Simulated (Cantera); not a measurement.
Feed: 1 mol BF3, 0.082 mol H2O, 4.5 mol N2, 110 mol H2, equilibrated at 577 °C and 133 Pa.

Equilibrium computed with Cantera from the NASA thermochemical tables; the gas is ideal and each condensed phase is pure. Candidate condensed phases: B, BN, B2O3, B3O3H3, H2O; 62 gas species. N2 is the only nitrogen source here; it is nearly inert below about 1500 K, so the nitride shown seldom forms there in practice. Kinetics and transport are ignored.

Base state: H2 0.951, N2 0.0386, BF3 0.00749, HF 0.00301, H2O 0.000229, B3O3F3 0.000157 (mole fractions); condensed: BN(s).

**Question.** What changes in the equilibrium state with this change: pressure from 133 Pa to 14000 Pa?

**Answer.** 
| species | before | after |
|---|---|---|
| H2 | 0.951 | 0.950 |
| N2 | 0.0386 | 0.0384 |
| BF3 | 0.00749 | 0.00761 |
| H2O | 0.000229 | 0.000619 |
| NH3 | 4.50e-7 | 4.72e-5 |
| B3O3F3 | 0.000157 | 3.01e-5 |
| HF | 0.00301 | 0.00303 |
| BN(s), mol | 0.0790 | 0.110 |

**Question.** What changes in the equilibrium state with this change: temperature from 577 °C to 1002 °C?

**Answer.** 
```csv
species,before,after
H2,0.951,0.948
N2,0.0386,0.0379
HF,0.00301,0.00764
BF3,0.00749,0.00578
B3O3F3,0.000157,<1e-9
BF2,<1e-9,2.38e-5
H,<1e-9,1.97e-5
BHF2,9.32e-7,9.73e-5
H2O,0.000229,2.34e-6
"BN(s), mol",0.0790,0.235
```
The tables' values for BF2 are old estimates; treat these amounts as uncertain.
